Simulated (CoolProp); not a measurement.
Properties of nitrogen along the isotherm -137.75 °C.

The numbers come from the reference Helmholtz-energy equation of state, Span 2000 in CoolProp.

```tsv
p (MPa)	phase	density (kg/m³)	cv (kJ/(kg K))	Joule-Thomson coefficient (K/MPa)	isothermal compressibility (1/MPa)	conductivity (mW/(m K))
0.0537	gas	1.342	0.7437	9.276	18.70	12.7
0.122	gas	3.065	0.7457	9.282	8.277	12.7
0.278	gas	7.075	0.7503	9.296	3.680	12.8
0.633	gas	16.61	0.7616	9.319	1.669	13.2
1.44	gas	40.87	0.7914	9.320	0.8013	14.3
3.28	gas	121.4	0.8993	8.667	0.5076	20.0
7.46	supercritical	482.5	0.9352	1.266	0.05899	55.0
17	supercritical	604.9	0.9162	0.03946	0.01179	78.0
```

Thermal conductivity comes from a separate model (Lemmon 2004).
